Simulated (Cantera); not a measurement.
## Thermodynamics of carbon deposition, reforming and gasification, feed toluene + CO₂

A closed system holds: 1 mol toluene, 0.032 mol CO₂, at 100 Pa.

Cantera equilibrium calculation (NASA polynomials, part measured and part estimated; ideal gas, pure solids and liquids). Candidate condensed phases: C, C₆H₆, C₇H₈, C₈H₁₈, H₂O; 131 gas species. Ions and electrons are included (thermal ionisation). The numbers say what is thermodynamically allowed, not how fast it happens.

From 2727 °C to 4727 °C nothing is condensed. The main C-bearing gas is C₃ at 2727 °C and C at 4727 °C.

```json
[
 {"T (°C)": "2727", "x H": "0.715", "x C": "0.0425", "x C₃": "0.184", "x C₂": "0.0223", "x H₂": "0.0205", "x CO": "0.00611"},
 {"T (°C)": "3227", "x H": "0.592", "x C": "0.324", "x C₃": "0.0381", "x C₂": "0.0390", "x H₂": "0.00101", "x CO": "0.00476"},
 {"T (°C)": "3727", "x H": "0.535", "x C": "0.454", "x C₃": "0.000328", "x C₂": "0.00551", "x H₂": "0.000113", "x CO": "0.00428"},
 {"T (°C)": "4227", "x H": "0.532", "x C": "0.462", "x C₃": "3.87e-6", "x C₂": "0.000735", "x H₂": "2.37e-5", "x CO": "0.00421"},
 {"T (°C)": "4727", "x H": "0.531", "x C": "0.462", "x C₃": "1.07e-7", "x C₂": "0.000142", "x H₂": "6.82e-6", "x CO": "0.00346"}
]
```
x: gas mole fraction; nothing condenses.
